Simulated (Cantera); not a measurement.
Equilibrium for tantalum, niobium, vanadium and zirconium in process gases: V + N₂

Input: 1 mol V, 2.8 mol N₂.

Method: chemical equilibrium by Gibbs-energy minimisation in Cantera with the NASA 1993 tables (ideal gas, pure condensed phases). Candidate condensed phases: V, VN; 4 gas species. VN: taken at fixed stoichiometry. Condensed phases not in the tables: V₂N, N, O or C dissolved in the metal. Kinetics and transport are ignored.

Q: Map the stable condensed phases over T = 1050, 1150, 1250, 1350, 1450, 1550, 1650, 1750, 1850, 1950, 2050 K and P in Pa = 0.10, 0.50, 2.5, 13, 63, 320, 1600, 7900, 40000, 200000, 1000000.

A: 
```
T in K \ P in Pa
            0.10    0.50     2.5      13      63     320    1600    7900   40000  200000 1000000
   2050        A       A       B       B       B       B       C       C       C       C       C
   1950        A       B       B       B       B       C       C       C       C       C       C
   1850        B       B       B       B       C       C       C       C       C       C       C
   1750        B       B       B       C       C       C       C       C       C       C       C
   1650        B       B       C       C       C       C       C       C       C       C       C
   1550        B       C       C       C       C       C       C       C       C       C       C
   1450        C       C       C       C       C       C       C       C       C       C       C
   1350        C       C       C       C       C       C       C       C       C       C       C
   1250        C       C       C       C       C       C       C       C       C       C       C
   1150        C       C       C       C       C       C       C       C       C       C       C
   1050        C       C       C       C       C       C       C       C       C       C       C
```
A: gas only; B: V; C: VN.
